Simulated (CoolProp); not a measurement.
Saturation properties of n-perfluorobutane (Tc = 386.3 K, pc = 23.22 bar, ω = 0.372).

The numbers come from the reference Helmholtz-energy equation of state, Gao 2022 in CoolProp.

```csv
T (K),p (bar),vapour density (kg/m³),enthalpy of vaporisation (kJ/kg),liquid cp (kJ/(kg K))
301.4,2.962,31.45,86.88,1.151
304.2,3.230,34.25,85.79,1.157
307,3.516,37.25,84.68,1.162
309.9,3.832,40.57,83.50,1.168
312.7,4.157,44.02,82.33,1.174
315.5,4.502,47.71,81.14,1.180
318.3,4.868,51.65,79.91,1.187
321.1,5.256,55.88,78.66,1.194
324,5.682,60.57,77.32,1.202
326.8,6.117,65.43,75.99,1.210
329.6,6.577,70.63,74.62,1.218
332.4,7.062,76.21,73.20,1.228
```

It boils at 271.1 K under 1 atm.
